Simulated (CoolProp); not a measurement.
A simple Rankine cycle with vinyl chloride: condensing at 303.15 K, boiler at 2.28 MPa, turbine inlet 429 K, turbine efficiency 0.6, pump efficiency 0.6, no recuperator. Each further row changes one setting.

Model: reference Helmholtz-energy equation of state, Thol 2022, in CoolProp.

```tsv
case	thermal efficiency (%)	net work (kJ/kg)	heat in (kJ/kg)	turbine exit temperature (K)	volume ratio over the turbine
as stated	9.7	40.8	421	366.6	4.76
condensing temperature 295.15 K	10.7	46.6	434	359.2	5.96
boiler pressure 1.6 MPa	8.0	?	?	?	3.33
turbine efficiency 0.5	7.9	33.4	421	373.7	?
```

Task: Some entries are withheld; supply them.

Result: 
- boiler pressure 1.6 MPa, net work (kJ/kg): 34.4
- boiler pressure 1.6 MPa, heat in (kJ/kg): 432
- boiler pressure 1.6 MPa, turbine exit temperature (K): 382.7
- turbine efficiency 0.5, volume ratio over the turbine: 4.87
